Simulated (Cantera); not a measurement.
Charge: 1 mol Al, 15 mol CO, 230 mol N₂, 0.12 mol H₂O, at 923.15 K and 3.10 mbar.

Equilibrium computed with Cantera from the NASA thermochemical tables; the gas is ideal and each condensed phase is pure. Candidate condensed phases: Al, AlN, Al₂O₃, C, C₆H₆, C₇H₈, C₈H₁₈, H₂O; 148 gas species. Rates play no part.

Base state: N₂ 0.944, CO 0.0558, H₂ 0.000492, CO₂ 3.04e-5 (mole fractions); condensed: Al₂O₃(s) + C(graphite).

### Question
What changes in the equilibrium state with this change: temperature from 923.15 K to 1873.15 K?

### Answer
```json
[
 {"species": "N₂", "before": "0.944", "after": "0.935"},
 {"species": "CO", "before": "0.0558", "after": "0.0610"},
 {"species": "Al", "before": "<1e-9", "after": "0.00309"},
 {"species": "Al₂O", "before": "<1e-9", "after": "0.000488"},
 {"species": "H", "before": "<1e-9", "after": "0.000225"},
 {"species": "CO₂", "before": "3.04e-5", "after": "2.16e-7"},
 {"species": "H₂", "before": "0.000492", "after": "0.000374"},
 {"species": "Al₂O₃(s), mol", "before": "0.500", "after": "0"},
 {"species": "C(graphite), mol", "before": "1.39", "after": "0"}
]
```
